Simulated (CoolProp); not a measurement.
Saturation properties of R142b (Tc = 410.3 K, pc = 4.055 MPa, ω = 0.232).

Values from CoolProp's reference Helmholtz-energy equation of state, Lemmon 2006. It is a short technical equation, of lower accuracy than the large ones.

| T (K) | p (MPa) | surface tension (mN/m) | liquid conductivity (mW/(m K)) |
|---|---|---|---|
| 297.3 | 0.3290 | 11.5 | ? |
| 305.1 | 0.4160 | 10.6 | 79.1 |
| 312.9 | 0.5192 | 9.59 | 76.3 |
| 320.7 | 0.6404 | 8.65 | 73.7 |
| 328.5 | 0.7815 | 7.73 | 71.1 |
| 336.3 | 0.9445 | 6.83 | 68.6 |
| 344.1 | ? | 5.95 | 66.1 |
| 351.9 | ? | 5.09 | 63.7 |
| 359.7 | ? | 4.27 | 61.4 |
| 367.5 | 1.857 | 3.47 | 59.1 |
| 375.3 | 2.162 | 2.70 | 57.0 |
| 383.1 | 2.504 | 1.98 | 54.9 |

### Question
Fill in the missing entries.

### Answer

- 297.3, liquid conductivity (mW/(m K)): 81.8
- 344.1, p (MPa): 1.131
- 351.9, p (MPa): 1.344
- 359.7, p (MPa): 1.585

It boils at 264.0 K under 1 atm.

Thermal conductivity comes from a separate model (Huber 2003), an estimate that may be off by 10 % or more. Surface tension comes from a separate correlation (Mulero 2012).
